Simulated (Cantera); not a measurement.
A Cantera script and its output.

```python
import numpy as np
import cantera as ct

surf = ct.Interface("diamond.yaml", "diamond_100")
gas, bulk = surf.adjacent["gas"], surf.adjacent["diamond"]
k = surf.kinetics_species_index(bulk.species_names[0])
cover = ["c6HH", "c6H*", "c6*H", "c6**", "c6HM", "c6B"]

rows, drift = [], 0.0
print(f"{'T':>10s}{'um/h':>11s}" + "".join(f"{s:>11s}" for s in cover))
for v in [925, 975, 1025, 1075, 1125, 1175, 1225, 1275, 1325, 1375]:
    T, P, xH, xCH3 = v, 1100, 0.00059, 0.00011
    gas.TPX = T, P, {"H": xH, "CH3": xCH3, "CH4": 0.012, "H2": 1 - xH - xCH3 - 0.012}
    surf.TP = bulk.TP = T, P
    surf.coverages = "c6H*:0.1, c6HH:0.9"
    surf.advance_coverages(100.0)
    before = surf.coverages
    surf.advance_coverages(100.0)
    drift = max(drift, np.max(np.abs(surf.coverages - before) / (surf.coverages + 1e-9)))
    rate = surf.net_production_rates[k] * bulk.mean_molecular_weight / bulk.density * 3.6e9
    rows.append([rate, *surf[cover].coverages])
    print(f"{v:10.4g}{rate:11.4e}" + "".join(f"{x:11.3e}" for x in rows[-1][1:]))
```

Result:

```
         T       um/h       c6HH       c6H*       c6*H       c6**       c6HM        c6B
       925 3.0883e-01  5.864e-01  1.061e-02  2.730e-01  4.278e-03  9.876e-02  8.380e-10
       975 2.8502e-01  5.785e-01  1.478e-02  3.254e-01  6.501e-03  5.584e-02  7.734e-10
      1025 1.8548e-01  5.648e-01  1.958e-02  3.743e-01  9.214e-03  2.243e-02  5.033e-10
      1075 1.0447e-01  5.404e-01  2.447e-02  4.115e-01  1.207e-02  7.177e-03  2.835e-10
      1125 6.9681e-02  5.134e-01  2.926e-02  4.380e-01  1.484e-02  2.162e-03  1.891e-10
      1175 6.1419e-02  4.897e-01  3.393e-02  4.566e-01  1.736e-02  6.628e-04  1.667e-10
      1225 6.0222e-02  4.716e-01  3.842e-02  4.688e-01  1.951e-02  2.092e-04  1.634e-10
      1275 5.0735e-02  4.595e-01  4.265e-02  4.756e-01  2.122e-02  6.715e-05  1.377e-10
      1325 3.1041e-02  4.529e-01  4.656e-02  4.776e-01  2.241e-02  2.242e-05  8.423e-11
      1375 1.4570e-02  4.509e-01  5.011e-02  4.757e-01  2.304e-02  8.186e-06  3.954e-11
```

Cantera simulation using the Harris–Goodwin 1993 mechanism for the reconstructed diamond (100) surface; the numbers are that mechanism's predictions, not measurements.
